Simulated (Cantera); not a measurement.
Input: 1 mol B, 14 mol H2O, at 2148.15 K and 0.000560 bar.

Cantera equilibrium calculation (NASA polynomials, part measured and part estimated; ideal gas, pure solids and liquids). Candidate condensed phases: B, B2O3, B3O3H3, H2O; 23 gas species. Equilibrium is a limit: real reactors are often held back by kinetics, nucleation or transport.

Base state: H2O 0.651, H2 0.144, H 0.0668, HBO2 0.0565, OH 0.0390, O2 0.0246, O 0.0128, BO2 0.00407 (mole fractions); condensed: gas only.

### Question
What changes in the equilibrium state with this change: B replaced by borazine?

### Answer
```json
[
 {"species": "H2O", "before": "0.651", "after": "0.362"},
 {"species": "H2", "before": "0.144", "after": "0.315"},
 {"species": "HBO2", "before": "0.0565", "after": "0.119"},
 {"species": "N2", "before": "0", "after": "0.0699"},
 {"species": "O2", "before": "0.0246", "after": "0.00158"},
 {"species": "O", "before": "0.0128", "after": "0.00324"},
 {"species": "OH", "before": "0.0390", "after": "0.0146"},
 {"species": "H", "before": "0.0668", "after": "0.0989"},
 {"species": "NO", "before": "0", "after": "0.000289"},
 {"species": "HBO", "before": "0.000112", "after": "0.000931"}
]
```
The feed counts by its element totals alone. Further candidate phases: BN.

### Question
What changes in the equilibrium state with this change: temperature from 2148.15 K to 1350 K?

### Answer
```
species    before    after
-------  --------  -------
H2O         0.651    0.828
H2          0.144    0.103
HBO2       0.0565   0.0687
H          0.0668  3.24e-5
O          0.0128  1.23e-9
O2         0.0246  4.76e-9
OH         0.0390  4.21e-6
BO       0.000659  1.72e-8
BO2       0.00407  4.37e-7
```
Gases not in the tables: H3BO3.

### Question
What changes in the equilibrium state with this change: H2O from 14 to 1.1 mol?

### Answer
```csv
species,before,after
H2,0.144,0.447
BO,0.000659,0.272
H,0.0668,0.118
H2O,0.651,0.000667
O2,0.0246,2.67e-9
B2O2,1.92e-7,0.0326
O,0.0128,4.21e-6
OH,0.0390,2.27e-5
HBO,0.000112,0.0811
B2O3,0.000636,0.0356
HBO2,0.0565,0.0135
B2O,<1e-9,1.46e-5
BO2,0.00407,0.000553
```
